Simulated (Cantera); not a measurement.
## Hydrogen reduction and annealing atmospheres: Nb2O5 + H2

Input: 1 mol Nb2O5, 330 mol H2, at 1625 K and 8.20 bar.

Method: chemical equilibrium by Gibbs-energy minimisation in Cantera with the NASA 1993 tables (ideal gas, pure condensed phases). Candidate condensed phases: H2O, Nb, NbO, NbO2, Nb2O5; 12 gas species. Condensed phases not in the tables: the oxides between NbO2 and Nb2O5. Rates play no part.

The x(H2) is 0.997 and the x(H2O) is 0.00303. The x(H) is 2.46e-5. The n(NbO2(s)) is 2.00 mol, the gas amount comes out as 330.0 mol and the log10 activity of Nb(s) (absent) is -1.29.
